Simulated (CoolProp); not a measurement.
Computed with CoolProp (reference Helmholtz-energy equation of state, Thol 2014).

Question: Give the vapour pressure (kPa), vapour density (kg/m³), enthalpy of vaporisation (kJ/kg), liquid cp (kJ/(kg K)) of saturated diethyl ether at 306, 309.6 K.

Answer: 
```csv
T (K),p (kPa),vapour density (kg/m³),enthalpy of vaporisation (kJ/kg),liquid cp (kJ/(kg K))
306,95.7,2.92,360,2.36
309.6,109,3.29,356,2.37
```
